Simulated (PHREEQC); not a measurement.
0.05 mol of Zn(OH)2-a (Zn(OH)2) is brought to equilibrium with 1 kg of water holding 1 mmol/kgw NaCl, at 25 °C, the pH being set by adding NaOH or HCl. Oxygen is held at 0.21 atm. The system is closed to CO2. Names ending in (a), (am) or -a are amorphous solids. Solids allowed: Zn(OH)2-a, Zn5(OH)8Cl2. Others were left out.

Equilibrium calculation in PHREEQC: ion-association model, wateq4f.dat.

### Question
Predict dissolved Zn (mol/kgw), Zn+2 (mol/kgw), ZnCl+ (mol/kgw) at pH = 9.5, 10.33, 11.17, 12.

### Answer
```
pH     dissolved Zn (mol/kgw)  Zn+2 (mol/kgw)  ZnCl+ (mol/kgw)
-----  ----------------------  --------------  ---------------
9.5                   3.72e-5         3.25e-7         7.59e-10
10.33                 3.81e-5         7.19e-9         1.66e-11
11.17                 5.35e-5        1.60e-10         3.47e-13
12                   0.000189        4.33e-12                0
```
